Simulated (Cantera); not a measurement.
An adiabatic, constant-volume homogeneous reactor starts with H2 : O2 : N2 : H2O = 1 : 1.39 : 5.22 : 0.99 (molar parts), equivalence ratio 0.36, at 1475 K and 7500 Torr.

Model: the H2/O2 subset of GRI-Mech 3.0, which has no nitrogen chemistry, integrated in Cantera. The hydrogen kinetics of GRI-Mech 3.0 are dated; newer H2 mechanisms differ, most at raised pressure.

**Question.** Predict: time of steepest temperature rise; temperature at 6.00 s; equilibrium temperature; x(H2) at 6.00 s; x(O2) at 6.00 s; x(H2O) at 6.00 s; x(OH) at 6.00 s; x(HO2) at 6.00 s.

**Answer.** 
```
Quantity                                                              Result
---------------------------------  -----------------------------------------
time of steepest temperature rise                                    3.15 µs
temperature at 6.00 s                                                 2389 K
equilibrium temperature                                               2389 K
x(H2) at 6.00 s                    0.000639 (gas-phase equilibrium 0.000639)
x(O2) at 6.00 s                          0.108 (gas-phase equilibrium 0.108)
x(H2O) at 6.00 s                         0.241 (gas-phase equilibrium 0.241)
x(OH) at 6.00 s                      0.00670 (gas-phase equilibrium 0.00670)
x(HO2) at 6.00 s                     1.97e-5 (gas-phase equilibrium 1.97e-5)
```
